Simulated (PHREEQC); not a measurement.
A solution holds 0.019 mol/kgw KBr, at 75 °C. Closed to the air; pH follows from the charge balance.

The numbers come from PHREEQC with the Pitzer model, pitzer.dat.

```yaml
ionic_strength: 0.0190 mol/kgw
specific_conductance: 6030 µS/cm
osmotic_coefficient: 0.955
```

```tsv
species	molality	activity	log γ
Br-	0.0190	0.0164	-0.065
K+	0.0190	0.0164	-0.065
OH-	5.24e-7	4.51e-7	-0.065
H+	5.24e-7	4.54e-7	-0.062
```

No solid was allowed to form. Species that the database lacks are ignored. At this temperature some constants are extrapolated from 25 °C, and those without enthalpy data are left unchanged.
